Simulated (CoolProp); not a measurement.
Computed with CoolProp (reference Helmholtz-energy equation of state, Penoncello 2003).

**Question.** For CHF3 (R23), give the phase and the Z, cv (kJ/(kg K)), speed of sound (m/s), expansivity (1/kK) at 320.2 K and 0.725 MPa.

**Answer.** 
- 320.2 K and 0.725 MPa: gas; Z 0.956, cv 0.658, speed of sound 206, expansivity 3.65
